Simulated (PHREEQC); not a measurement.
**Arsenic or selenium liquor: speciation**

Dissolve 0.00067 mol Na2HAsO4 and 1.3e-05 mol ZnSO4 per kg of water at 55 °C. Closed to the air; pH follows from the charge balance.

All values are PHREEQC results (ion-association model, wateq4f.dat), not measurements.

pH: 8.37
ionic strength: 0.00201 mol/kgw
total alkalinity: 0.670 meq/kg

```
species   molality  activity   log γ
--------  --------  --------  ------
Na+        0.00134   0.00127  -0.023
HAsO4-2   0.000639  0.000518  -0.091
H2AsO4-    2.97e-5   2.82e-5  -0.023
OH-        1.76e-5   1.67e-5  -0.023
SO4-2      1.29e-5   1.05e-5  -0.090
ZnOH+      6.86e-6   6.50e-6  -0.023
Zn+2       3.91e-6   3.18e-6  -0.089
Zn(OH)2    2.22e-6   2.23e-6   0.000
AsO4-3     8.59e-7   5.35e-7  -0.206
NaSO4-     8.36e-8   7.94e-8  -0.022
ZnSO4      9.65e-9   9.65e-9   0.000
H+         4.46e-9   4.24e-9  -0.021
Zn(OH)3-   1.75e-9   1.66e-9  -0.023
```

This is a speciation only: nothing precipitates in the calculation. Examples of supersaturated solids here: Zincite(c) (slow to form). Others may be too. Away from 25 °C the constants follow the database's enthalpies or fits; those with neither stay at their 25 °C values. The database has no arsenate complexes of Zn.
